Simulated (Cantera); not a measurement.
Charge: 1 mol SiH2Cl2, 0.22 mol NH3, 3 mol H2, equilibrated at 1.00 bar.

Cantera equilibrium calculation (NASA polynomials, part measured and part estimated; ideal gas, pure solids and liquids). Candidate condensed phases: NH4Cl, Si, Si3N4; 28 gas species. The tables' values for SiCl3 are old estimates; treat these amounts as uncertain. Equilibrium is a limit: real reactors are often held back by kinetics, nucleation or transport. All values below are at 502 °C.

Base state: H2 0.882, SiCl4 0.0693, SiHCl3 0.0454, SiH2Cl2 0.00230, HCl 0.000871, SiH3Cl 2.64e-5, SiCl3 1.99e-5 (mole fractions); condensed: Si(s) + Si3N4(s).

Question: What changes in the equilibrium state with this change: SiH2Cl2 replaced by SiH4?

Answer: 
```tsv
species	before	after
H2	0.882	1.00
SiCl4	0.0693	0
SiHCl3	0.0454	0
SiH2Cl2	0.00230	0
HCl	0.000871	0
SiH3Cl	2.64e-5	0
SiCl3	1.99e-5	0
Si(s), mol	0.276	0.835
Si3N4(s), mol	0.0550	0.0550
```
